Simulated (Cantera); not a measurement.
A closed system holds: 1 mol SiCl4, 0.22 mol C3H8, 25 mol H2, held at 2000 K and 1.33 mbar.

Equilibrium computed with Cantera from the NASA thermochemical tables; the gas is ideal and each condensed phase is pure. The tables' values for SiCl are old estimates; treat these amounts as uncertain. Gases not in the tables: Si2H6 and higher silanes. The numbers say what is thermodynamically allowed, not how fast it happens.

| species | before | after |
|---|---|---|
| H2 | 0.821 | 0.816 |
| HCl | 0.122 | 0.104 |
| H | 0.0404 | 0.0402 |
| Si | 0.00478 | 0.0163 |
| SiCl2 | 0.00632 | 0.0159 |
| C2H2 (acetylene) | 8.87e-5 | 4.78e-6 |
| Si2 | 7.24e-6 | 8.39e-5 |
| SiC2 | 2.78e-5 | 5.13e-6 |
| SiH | 0.000107 | 0.000364 |
| SiH2 | 1.28e-5 | 4.31e-5 |
| SiCl | 0.000696 | 0.00204 |
| SiC(s), mol | 0.650 | 0 |
Gas species are given as mole fractions.

Task: What was changed between the two runs?
(A) C3H8 from 0.22 to 0.12 mol
(B) pressure from 1.33 mbar to 57.0 mbar
(C) SiCl4 replaced by (CH3)2SiCl2
(D) C3H8 from 0.22 to 0.0035 mol

Result: D, C3H8 from 0.22 to 0.0035 mol. The tables' values for SiCl, SiCl3 are old estimates; treat these amounts as uncertain
